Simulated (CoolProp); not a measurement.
Vapour-liquid equilibrium of cyclohexane (1) + ethylbenzene (2) at 122.95 °C; x and y are mole fractions of (1).

Model: multi-fluid Helmholtz-energy mixture model, Zhou 2014 and Zhou 2012; pair parameters Bell 2016, in CoolProp.

| x | bubble pressure, mixture model (MPa) | bubble pressure, Raoult's law (MPa) | y, mixture model | y, Raoult's law |
|---|---|---|---|---|
| 0.05 | 0.08431 | 0.08201 | 0.205 | 0.188 |
| 0.15 | 0.1124 | 0.1059 | 0.458 | 0.438 |
| 0.25 | 0.1394 | 0.1298 | 0.608 | 0.595 |
| 0.35 | 0.1651 | 0.1536 | 0.706 | 0.704 |
| 0.45 | 0.1892 | 0.1775 | 0.777 | 0.783 |
| 0.55 | 0.2121 | 0.2014 | 0.831 | 0.843 |
| 0.65 | 0.2339 | 0.2253 | 0.875 | 0.891 |
| 0.75 | 0.2552 | 0.2491 | 0.914 | 0.930 |
| 0.85 | 0.2763 | 0.2730 | 0.949 | 0.962 |
| 0.95 | 0.2978 | 0.2969 | 0.983 | 0.988 |

The largest gap from Raoult's law is +7.4 % in bubble pressure, at x = 0.25. No azeotrope shows between x = 0.05 and 0.95.

Pair parameters are fitted to limited data, so mixtures are less certain than the pure fluids.
